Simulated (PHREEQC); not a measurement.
PHREEQC input (ion-association model, wateq4f.dat):

```
SOLUTION_MASTER_SPECIES
  An  An-  0  An  62.0  # stands for a non-complexing anion
SOLUTION_SPECIES
  An- = An-
    -log_k 0
    -gamma 3.0 0
  SO4-2 + 10H+ + 8e- = H2S + 4H2O  # shut off: sulfate is not reduced
    -log_k -100
    -delta_h 0
    -analytic -100
PHASES
  Fix_H+
    H+ = H+
    -log_k 0
SOLUTION 1
  temp 25
  units mmol/kgw
  pH 7 charge
  Cl 0.0144
  Ca 0.0072
  As(3) 1.2
  Na 18.8
  S(6) 3.8
  An 10
END
SELECTED_OUTPUT 1
  -reset false
  -pH true
  -pe true
  -ionic_strength true
  -water true
  -totals As Ca Cl Na S As(3) As(5) S(-2) S(6)
  -molalities Hfo_wOH Hfo_wOH2+ Hfo_wO- Hfo_sOH Hfo_sOH2+ Hfo_sO- Hfo_sOHCa+2 Hfo_wOCa+ Hfo_wSO4- Hfo_wOHSO4-2
    Hfo_wH2AsO3
  -saturation_indices Gypsum Portlandite Arsenolite Halite Mirabilite
USER_PUNCH 1
  -headings sigma psi
  10 PUNCH EDL("sigma", "Hfo"), EDL("psi", "Hfo")
PRINT
  -reset false
USE solution 1
SURFACE 1
  Hfo_wOH 0.0058427 600 2.6
  Hfo_sOH 0.000146067
EQUILIBRIUM_PHASES 1
  Fix_H+ -4 HAn 10
    -force_equality true
END
# ... the last block is repeated for the other 12 points of pH, with NaOH or the acid as the point needs
```

Selected output (columns that matter, 13 of 13 rows; pH added in front):

```
pH	mu	As	Ca	Cl	Na	S	m_Hfo_wOH	si_Gypsum	si_Portlandite	si_Arsenolite	si_Halite	si_Mirabilite	sigma	psi
4	0.020642	0.00017139	7.1981e-06	1.4399e-05	0.018799	0.0016185	2.3223e-05	-3.893	-20.219	-6.1471	-8.2741	-5.519	0.033085	0.073318
4.67	0.020672	4.6165e-05	7.1921e-06	1.4399e-05	0.018799	0.0017591	9.6715e-05	-3.859	-18.884	-7.2865	-8.2744	-5.4812	0.031407	0.070914
5.33	0.020851	1.3025e-05	7.1618e-06	1.4399e-05	0.018799	0.0020077	0.00035267	-3.8105	-17.572	-8.3856	-8.2751	-5.4251	0.027958	0.065532
6	0.021195	4.5539e-06	7.0056e-06	1.4399e-05	0.018799	0.0024455	0.0010165	-3.7475	-16.253	-9.2989	-8.2764	-5.3426	0.022371	0.055719
6.67	0.021625	2.2104e-06	6.3624e-06	1.44e-05	0.018799	0.0029823	0.0021044	-3.7187	-14.969	-9.9293	-8.2781	-5.2604	0.016066	0.042745
7.33	0.021998	1.5238e-06	4.5851e-06	1.44e-05	0.0188	0.0034586	0.0030959	-3.8099	-13.803	-10.264	-8.2795	-5.1994	0.0096054	0.027091
8	0.022175	1.429e-06	1.5066e-06	1.44e-05	0.0188	0.0037375	0.0035112	-4.2669	-12.953	-10.373	-8.2802	-5.1674	0.0011946	0.0035109
8.67	0.022129	1.8071e-06	1.4614e-07	1.44e-05	0.0188	0.003795	0.003551	-5.2744	-12.627	-10.383	-8.2802	-5.1606	-0.010435	-0.029136
9.33	0.022003	3.6435e-06	1.1445e-08	1.44e-05	0.0188	0.0037995	0.0035018	-6.3793	-12.413	-10.373	-8.2799	-5.1592	-0.026506	-0.062046
10	0.021802	1.263e-05	1.0516e-09	1.44e-05	0.0188	0.0037999	0.0033508	-7.4149	-12.11	-10.341	-8.2794	-5.1579	-0.051334	-0.092838
10.67	0.022341	5.7909e-05	1.3349e-10	1.44e-05	0.019663	0.0037999	0.0030118	-8.3173	-11.669	-10.282	-8.2612	-5.1234	-0.089645	-0.11994
11.33	0.024928	0.00026325	2.5525e-11	1.4399e-05	0.02277	0.0037998	0.0024517	-9.0621	-11.08	-10.275	-8.2032	-5.0156	-0.14796	-0.14258
12	0.035587	0.00080997	9.0113e-12	1.4399e-05	0.034348	0.0037997	0.0015838	-9.6121	-10.242	-10.657	-8.0446	-4.7265	-0.24279	-0.15879
```

Complexes and solids missing from the database can't appear.
